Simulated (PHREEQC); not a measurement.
Solution (25 °C): 0.0016 mol/kgw SrCl2, 8.2e-05 mol/kgw CO2 and 0.025 mol/kgw NaCl. Closed to the air; pH follows from the charge balance.

Model: Pitzer model, pitzer.dat, run in PHREEQC.

```json
[
 {"quantity": "pH", "before": "5.25", "after": "5.23"},
 {"quantity": "HCO3- (mol/kgw)", "before": "6.54e-6", "after": "6.34e-6"},
 {"quantity": "CO3-2 (mol/kgw)", "before": "1.01e-10", "after": "6.30e-11"}
]
```

Question: Which change was made?
A. temperature from 25 to 30 °C
B. NaCl from 0.025 to 0.0225 mol/kgw
C. NaCl from 0.025 to 0.25 mol/kgw
D. NaCl left out

Answer: D, NaCl left out

This is a speciation only: nothing precipitates in the calculation.
